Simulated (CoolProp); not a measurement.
CH3F (R41) at 351.58 K and 22.4 MPa is throttled through a valve to 10.6 MPa with no heat exchange. Each further row changes one setting.

Model: reference Helmholtz-energy equation of state, Lemmon 2006, in CoolProp. It is a short technical equation, of lower accuracy than the large ones.

```tsv
case	temperature change (K)	final phase	final density (kg/m³)
as stated	-15.4	supercritical	447
outlet pressure 3.18 MPa	-61.2	two-phase, vapour fraction 0.490	132
outlet pressure 13.8 MPa	-9.0	supercritical	484
```
